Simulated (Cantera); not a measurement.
# Reactions in the system H-Nb-O

Standard-state values (1 bar) from the NASA 1993 polynomials, evaluated with Cantera. Values are per mole of reaction as written; species without (g) are pure solids or liquids, kept so even where they would boil at 1 bar.

2 H2O(g) + NbO2(g) ⇌ 2 H2O2(g) + Nb

```
T (K)  ΔH° (kJ)  ΔS° (J/K)  ΔG° (kJ)  log10 K
-----  --------  ---------  --------  -------
300       411.0     -145.1     454.5   -79.14
673       412.8     -141.8     508.3   -39.45
698       413.1     -141.5     511.8   -38.30
723       413.3     -141.1     515.3   -37.23
748       413.6     -140.7     518.9   -36.23
773       413.9     -140.3     522.4   -35.30
798       414.2     -140.0     525.9   -34.42
823       414.5     -139.6     529.4   -33.60
848       414.8     -139.2     532.9   -32.82
```
